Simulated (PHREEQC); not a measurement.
Make-up at 25 °C: 0.0019 mol/kgw Ba(NO3)2. Closed to the air; pH follows from the charge balance.

Equilibrium calculation in PHREEQC: ion-association model, phreeqc.dat.

```
Property                       Result
--------------------  ---------------
ionic strength        0.00570 mol/kgw
specific conductance        473 µS/cm
```

```json
[
 {"species": "NO3-", "molality": "0.00380", "activity": "0.00350", "log γ": "-0.036"},
 {"species": "Ba+2", "molality": "0.00190", "activity": "0.00138", "log γ": "-0.139"},
 {"species": "H+", "molality": "1.09e-7", "activity": "1.01e-7", "log γ": "-0.031"},
 {"species": "OH-", "molality": "1.08e-7", "activity": "9.99e-8", "log γ": "-0.035"}
]
```

Precipitation was switched off in this run.
